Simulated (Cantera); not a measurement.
A perfectly stirred reactor is fed with 39.1 % NH3, 54.7 % H2, 6.25 % N2, at 11.3 Torr; it is held at 2398 K, and followed from long to short residence time.

Detailed kinetics in Cantera: the gas-phase N/H chemistry of the illustrative SiF4/NH3 mechanism in the Surface Chemkin manual (1991). Walls and surfaces, which speed up NH3 decomposition in real reactors, are not modelled.

x: mole fraction; the columns are a selection and need not sum to one.

```tsv
τ (s)	x NH3	x H2	x NH	x N2H4	x N2	x NH2	x N2H2
0.32	0.0492	0.777	(withheld)	3.44e-10	0.169	0.000846	1.34e-6
0.13	0.105	0.739	(withheld)	9.60e-10	0.151	0.00141	3.07e-6
0.054	0.184	0.685	(withheld)	2.07e-9	0.126	0.00207	5.80e-6
0.022	0.269	0.627	0.000140	3.44e-9	0.0993	0.00267	8.92e-6
0.0091	0.331	0.585	0.000142	4.38e-9	0.0799	0.00301	1.08e-5
0.0037	0.366	0.561	(withheld)	4.44e-9	0.0689	0.00304	1.03e-5
0.0015	0.382	0.550	(withheld)	3.34e-9	0.0641	0.00263	6.91e-6
```

Q: What belongs in the gaps?

A: 
- 0.32, x NH: 8.43e-5
- 0.13, x NH: 0.000107
- 0.054, x NH: 0.000127
- 0.0037, x NH: 0.000129
- 0.0015, x NH: 9.44e-5
